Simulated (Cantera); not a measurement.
Input (Python, Cantera) and output of one run.

```python
import numpy as np
import cantera as ct

gas_names = """
    CL CLO CL2 H HCL HOCL HO2 H2 H2O H2O2 O OH O2 O3 Ti TiCL TiCL2 TiCL3 TiCL4 TiO TiOCL TiOCL2 TiO2
""".split()
cond_names = """
    H2O(s) H2O(L) Ti(a) Ti(b) Ti(L) TiCL2(s) TiCL3(s) TiCL4(L) TiO(a) TiO(b) TiO(L) TiO2(ru) TiO2(L)
    Ti2O3(a) Ti2O3(b) Ti2O3(L) Ti3O5(a) Ti3O5(b) Ti3O5(L) Ti4O7(s) Ti4O7(L)
""".split()


# ... load() reads the species with a 1 bar reference pressure and builds the phases ...
atoms = {
    'TiO2': {'Ti': 1, 'O': 2},
    'HCl': {'H': 1, 'CL': 1},
    'O2': {'O': 2},
}
top_T = {'TiCL2(s)': 1300, 'TiCL3(s)': 1000}  # K; cautious upper limits of use, not melting points


# ... equilibrate(T, P, feed) seeds the gas with the atoms and calls Mixture.equilibrate('TP', solver="vcs", rtol=1e-11, max_steps=5000) ...
results = []
feed = {'TiO2': 1, 'HCl': 1.3, 'O2': 0.74}  # mol
P = 3.3  # Pa
for T in [673, 773, 873, 973, 1073, 1173, 1273, 1373, 1473, 1573]:
    mix = equilibrate(T, P, feed)
    results.append((T, P, feed, dict(zip(mix.species_names, mix.species_moles))))

top = {s: max(r[3][s] / sum(r[3][g] for g in gas_names) for r in results) for s in gas_names}
cols = sorted((s for s in top if top[s] > 1e-05), key=lambda s: -top[s])[:7]
seen = [c for c in cond_names if any(r[3].get(c, 0) > 1e-12 for r in results)]
print("log10 of partial pressures in bar; condensed amounts in mol")
print(f"{'T/K':>10s}" + "".join(f"{s[:9]:>10s}" for s in cols + seen))
for T, P, feed, n in results:
    ng = sum(n[g] for g in gas_names)
    print(f"{T:10.4g}" + "".join(f"{np.log10(max(n[s] / ng * P / 1e5, 1e-99)):10.3f}" for s in cols)
          + "".join(f"{n.get(c, 0):10.4g}" for c in seen))
```

It prints:

```
log10 of partial pressures in bar; condensed amounts in mol
       T/K       HCL        O2        CL       H2O       CL2        OH         O  TiO2(ru)
       673    -4.796    -4.958    -9.311    -5.525    -5.525   -14.388   -18.677         1
       773    -4.742    -4.942    -8.192    -5.761    -5.762   -12.876   -16.144         1
       873    -4.718    -4.935    -7.337    -5.958    -5.967   -11.717   -14.189         1
       973    -4.707    -4.933    -6.673    -6.101    -6.164   -10.789   -12.636         1
      1073    -4.707    -4.935    -6.177    -6.146    -6.417    -9.999   -11.372         1
      1173    -4.719    -4.942    -5.842    -6.054    -6.783    -9.280   -10.326         1
      1273    -4.742    -4.954    -5.614    -5.894    -7.202    -8.634    -9.445         1
      1373    -4.775    -4.969    -5.443    -5.739    -7.608    -8.073    -8.695         1
      1473    -4.816    -4.988    -5.307    -5.608    -7.986    -7.592    -8.048         1
      1573    -4.865    -5.010    -5.197    -5.503    -8.335    -7.178    -7.486         1
```

Equilibrium computed with Cantera from the NASA thermochemical tables; the gas is ideal and each condensed phase is pure. Condensed phases not in the tables: TiOCl.
